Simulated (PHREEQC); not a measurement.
A column of 1 m (40 cells, dispersivity 0.05 m, 3600 s a shift, diffusion coefficient 3e-10 m²/s) holds 0.0051 eq of the database's cation exchanger X per kg of pore water, first in equilibrium with 0.00052 mol PbCl2 and 1e-05 mol HCl per kg of water. It is flushed with 0.0011 mol/kgw SrCl2 and 1e-05 mol/kgw HCl, at 40 °C. Values are for the last cell. No CO2 enters from the air. No solid was allowed to form.

The series has 32 steps of pore volumes, from 0 to 6.987.

Equilibrium calculation in PHREEQC: ion-association model, phreeqc.dat.

**Question.** After how many pore volumes does Sr at the outlet first reach half of its feed value?

**Answer.** By 3.2 pore volumes.

Constants without temperature data keep their 25 °C values here.
